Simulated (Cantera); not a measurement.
# Counterflow diffusion flame

A counterflow diffusion flame at 1.00 bar, nozzles 20 mm apart: fuel side CH₄ : C₂H₆ = 1 : 0.16 (molar parts) at 450 K, oxidiser side O₂ : N₂ = 0.24 : 0.76 (molar parts) at 475 K, fuel mass flux 0.7 times the oxidiser's; mixture-averaged transport, no radiation.

Model: GRI-Mech 3.0 (53 species, 325 reactions), integrated in Cantera. GRI-Mech 3.0 has no aromatics or soot, which form on the fuel side of real flames. The maximum strain rate includes the flame's own expansion and is several times the mean.

```json
[
 {"oxidiser flux (kg/m²/s)": "0.25", "max strain (1/s)": "189", "mean strain (1/s)": "35.3", "T max (K)": "2233", "peak x OH": "0.0110", "peak x H": "0.00521", "peak x NO": "0.000391", "peak x CO": "0.0722", "peak x C₂H₂": "0.0236"},
 {"oxidiser flux (kg/m²/s)": "0.34", "max strain (1/s)": "247", "mean strain (1/s)": "47.9", "T max (K)": "2217", "peak x OH": "0.0110", "peak x H": "0.00545", "peak x NO": "0.000363", "peak x CO": "0.0709", "peak x C₂H₂": "0.0227"},
 {"oxidiser flux (kg/m²/s)": "0.46", "max strain (1/s)": "323", "mean strain (1/s)": "64.9", "T max (K)": "2203", "peak x OH": "0.0110", "peak x H": "0.00569", "peak x NO": "0.000337", "peak x CO": "0.0699", "peak x C₂H₂": "0.0218"},
 {"oxidiser flux (kg/m²/s)": "0.63", "max strain (1/s)": "429", "mean strain (1/s)": "88.8", "T max (K)": "2189", "peak x OH": "0.0109", "peak x H": "0.00595", "peak x NO": "0.000310", "peak x CO": "0.0689", "peak x C₂H₂": "0.0209"},
 {"oxidiser flux (kg/m²/s)": "0.86", "max strain (1/s)": "570", "mean strain (1/s)": "121", "T max (K)": "2176", "peak x OH": "0.0109", "peak x H": "0.00622", "peak x NO": "0.000283", "peak x CO": "0.0683", "peak x C₂H₂": "0.0200"},
 {"oxidiser flux (kg/m²/s)": "1.2", "max strain (1/s)": "773", "mean strain (1/s)": "169", "T max (K)": "2159", "peak x OH": "0.0107", "peak x H": "0.00646", "peak x NO": "0.000250", "peak x CO": "0.0677", "peak x C₂H₂": "0.0190"},
 {"oxidiser flux (kg/m²/s)": "1.6", "max strain (1/s)": "1010", "mean strain (1/s)": "226", "T max (K)": "2142", "peak x OH": "0.0105", "peak x H": "0.00662", "peak x NO": "0.000218", "peak x CO": "0.0671", "peak x C₂H₂": "0.0179"},
 {"oxidiser flux (kg/m²/s)": "2.2", "max strain (1/s)": "1350", "mean strain (1/s)": "310", "T max (K)": "2120", "peak x OH": "0.0101", "peak x H": "0.00674", "peak x NO": "0.000181", "peak x CO": "0.0667", "peak x C₂H₂": "0.0166"},
 {"oxidiser flux (kg/m²/s)": "2.9", "max strain (1/s)": "1740", "mean strain (1/s)": "409", "T max (K)": "2100", "peak x OH": "0.00974", "peak x H": "0.00678", "peak x NO": "0.000149", "peak x CO": "0.0666", "peak x C₂H₂": "0.0152"},
 {"oxidiser flux (kg/m²/s)": "4", "max strain (1/s)": "2330", "mean strain (1/s)": "564", "T max (K)": "2071", "peak x OH": "0.00913", "peak x H": "0.00668", "peak x NO": "0.000111", "peak x CO": "0.0667", "peak x C₂H₂": "0.0134"}
]
```
x: mole fraction; the columns are a selection and need not sum to one.
